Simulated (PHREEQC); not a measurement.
0.39 g of hydrous ferric oxide (600 m²/g; 0.2 weak and 0.005 strong sites per Fe, Dzombak-Morel constants, diffuse double layer) in 1 kg of water with 0.1 mol/kgw of an inert sodium salt and 1.1e-05 mol/kgw Na2HAsO4, at 25 °C; the pH is set by adding NaOH or the inert anion's acid. Oxygen is held at 0.21 atm. The system is closed to CO2. Nothing may precipitate in this run.

The numbers come from PHREEQC with the ion-association model, wateq4f.dat.

### Question
Predict surface charge σ (C/m²) at pH = 4.5, 8.25, 8.62.

### Answer
```csv
pH,surface charge σ (C/m²)
4.5,0.267
8.25,-0.007
8.62,-0.021
```

The oxide is taken as insoluble; below pH 4 it would dissolve.
